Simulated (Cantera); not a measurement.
**Silicon epitaxy and polysilicon growth: SiH2Cl2 + HCl + N2**

Feed: 1 mol SiH2Cl2, 0.058 mol HCl, 4.7 mol N2, equilibrated at 13.3 mbar.

Cantera equilibrium calculation (NASA polynomials, part measured and part estimated; ideal gas, pure solids and liquids). Candidate condensed phases: NH4Cl, Si, Si3N4; 28 gas species. N2 is the only nitrogen source here; it is nearly inert below about 1500 K, so the nitride shown seldom forms there in practice. The tables' values for SiCl3, SiCl are old estimates; treat these amounts as uncertain. Rates play no part.

```json
[
 {"T (K)": "950", "x N2": "0.694", "x HCl": "0.200", "x H2": "0.0710", "x SiCl2": "2.60e-7", "x SiCl4": "0.0355", "n Si3N4(s)": "0.262"},
 {"T (K)": "1050", "x N2": "0.692", "x HCl": "0.209", "x H2": "0.0662", "x SiCl2": "7.51e-6", "x SiCl4": "0.0329", "n Si3N4(s)": "0.267"},
 {"T (K)": "1150", "x N2": "0.690", "x HCl": "0.216", "x H2": "0.0624", "x SiCl2": "0.000119", "x SiCl4": "0.0306", "n Si3N4(s)": "0.270"},
 {"T (K)": "1250", "x N2": "0.688", "x HCl": "0.221", "x H2": "0.0599", "x SiCl2": "0.00117", "x SiCl4": "0.0276", "n Si3N4(s)": "0.271"},
 {"T (K)": "1350", "x N2": "0.686", "x HCl": "0.219", "x H2": "0.0596", "x SiCl2": "0.00755", "x SiCl4": "0.0216", "n Si3N4(s)": "0.262"},
 {"T (K)": "1450", "x N2": "0.684", "x HCl": "0.202", "x H2": "0.0651", "x SiCl2": "0.0293", "x SiCl4": "0.0108", "n Si3N4(s)": "0.231"},
 {"T (K)": "1550", "x N2": "0.683", "x HCl": "0.163", "x H2": "0.0799", "x SiCl2": "0.0630", "x SiCl4": "0.00260", "n Si3N4(s)": "0.178"},
 {"T (K)": "1650", "x N2": "0.685", "x HCl": "0.119", "x H2": "0.0987", "x SiCl2": "0.0915", "x SiCl4": "0.000417", "n Si3N4(s)": "0.125"},
 {"T (K)": "1750", "x N2": "0.688", "x HCl": "0.0830", "x H2": "0.114", "x SiCl2": "0.111", "x SiCl4": "6.36e-5", "n Si3N4(s)": "0.0838"}
]
```
x: gas mole fraction; n: condensed amount in mol.

From 950 K to 1750 K the condensed part is Si3N4(s). The main Si-bearing gas is SiCl4 at 950 K and SiCl2 at 1750 K. The share of Si in condensed phases is highest at 1250 K (81.2 %) and lowest at 1750 K (25.1 %).
